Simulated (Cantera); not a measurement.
# Low-pressure radical oxidation in H2/O2

A perfectly stirred reactor is fed with 1.96 % H2, 98.0 % O2, equivalence ratio 0.010, at 10.00 Torr; it is held at 1175 K, and followed from long to short residence time.

Detailed kinetics in Cantera: GRI-Mech 3.0 (53 species, 325 reactions). Radical loss at walls, strong at low pressure, is not modelled.

```
τ (s)       x H2   x O2      x OH   x H2O    x HO2   x H2O2
------  --------  -----  --------  ------  -------  -------
0.62    0.000111  0.977  0.000680  0.0192  9.86e-7  3.47e-8
0.34    0.000156  0.975  0.000813  0.0190  1.16e-6  3.77e-8
0.19    0.000218  0.974  0.000959  0.0188  1.34e-6  4.08e-8
0.10    0.000319  0.972   0.00114  0.0185  1.54e-6  4.48e-8
0.057   0.000453  0.970   0.00131  0.0181  1.71e-6  4.95e-8
0.032   0.000662  0.968   0.00151  0.0176  1.88e-6  5.62e-8
0.017    0.00103  0.967   0.00176  0.0170  2.06e-6  6.70e-8
0.0096   0.00158  0.967   0.00201  0.0161  2.22e-6  8.10e-8
0.0053   0.00250  0.967   0.00230  0.0149  2.36e-6  9.99e-8
0.0029   0.00401  0.968   0.00256  0.0132  2.45e-6  1.21e-7
```
x: mole fraction; the columns are a selection and need not sum to one.
